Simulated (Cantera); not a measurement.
A jet of 6.63 % CH₄, 14.1 % O₂, 79.3 % N₂, equivalence ratio 0.94 at 300 K and 0.480 bar hits a platinum plate 2.7 cm away at a mass flux of 0.025 kg/m²/s; the plate temperature is set and raised in steps from an oxygen-covered start.

Model: Deutschmann's 1995 Pt surface mechanism with GRI-Mech 3.0 gas chemistry, integrated in Cantera. Catalytic surfaces can have several steady states; this one follows from the mechanism file's or the stated starting coverage.

x: mole fraction at the wall; θ: surface coverage.

```json
[
 {"plate T (K)": "900", "wall x CH₄": "0.0235", "wall x O₂": "0.0493", "wall x H₂O": "0.0801", "wall x OH": "[?]", "wall x CO": "8.15e-6", "wall x CO₂": "0.0527", "θ free Pt": "0.164", "θ O*": "0.831", "θ OH*": "0.00480"},
 {"plate T (K)": "950", "wall x CH₄": "0.0101", "wall x O₂": "0.0212", "wall x H₂O": "0.105", "wall x OH": "[?]", "wall x CO": "5.41e-6", "wall x CO₂": "0.0691", "θ free Pt": "0.270", "θ O*": "0.724", "θ OH*": "0.00537"},
 {"plate T (K)": "1000", "wall x CH₄": "0.00514", "wall x O₂": "0.0108", "wall x H₂O": "0.114", "wall x OH": "[?]", "wall x CO": "4.10e-6", "wall x CO₂": "0.0752", "θ free Pt": "0.382", "θ O*": "0.613", "θ OH*": "0.00509"},
 {"plate T (K)": "1050", "wall x CH₄": "0.00315", "wall x O₂": "0.00672", "wall x H₂O": "0.117", "wall x OH": "[?]", "wall x CO": "3.66e-6", "wall x CO₂": "0.0776", "θ free Pt": "0.486", "θ O*": "0.510", "θ OH*": "0.00449"},
 {"plate T (K)": "1100", "wall x CH₄": "0.00221", "wall x O₂": "0.00482", "wall x H₂O": "0.118", "wall x OH": "[?]", "wall x CO": "3.67e-6", "wall x CO₂": "0.0786", "θ free Pt": "0.578", "θ O*": "0.418", "θ OH*": "0.00384"},
 {"plate T (K)": "1150", "wall x CH₄": "0.00171", "wall x O₂": "0.00387", "wall x H₂O": "0.119", "wall x OH": "[?]", "wall x CO": "4.00e-6", "wall x CO₂": "0.0791", "θ free Pt": "0.657", "θ O*": "0.339", "θ OH*": "0.00321"}
]
```

### Question
Complete the blanks.

### Answer

- 900, wall x OH: 2.98e-8
- 950, wall x OH: 7.69e-8
- 1000, wall x OH: 1.84e-7
- 1050, wall x OH: 3.99e-7
- 1100, wall x OH: 8.02e-7
- 1150, wall x OH: 1.52e-6
